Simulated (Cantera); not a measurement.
An isothermal, constant-pressure homogeneous reactor starts with 85.5 % NH₃, 14.5 % N₂, at 1775 K and 12.0 Torr.

Cantera simulation using the gas-phase N/H chemistry of the illustrative SiF4/NH3 mechanism in the Surface Chemkin manual (1991); the numbers are that mechanism's predictions, not measurements. Walls and surfaces, which speed up NH3 decomposition in real reactors, are not modelled.

**Question.** Predict: x(NH₃) at 100 s; x(N₂H₂) at 100 s; x(N) at 100 s; x(H) at 100 s; x(H₂) at 100 s.

**Answer.** 
```json
{
 "x(NH₃) at 100 s": "0.00530 (gas-phase equilibrium 1.55e-7)",
 "x(N₂H₂) at 100 s": "6.96e-9 (gas-phase equilibrium <1e-12)",
 "x(N) at 100 s": "1.89e-7 (gas-phase equilibrium 1.02e-10)",
 "x(H) at 100 s": "0.000722 (gas-phase equilibrium 0.00191)",
 "x(H₂) at 100 s": "0.686 (gas-phase equilibrium 0.690)"
}
```
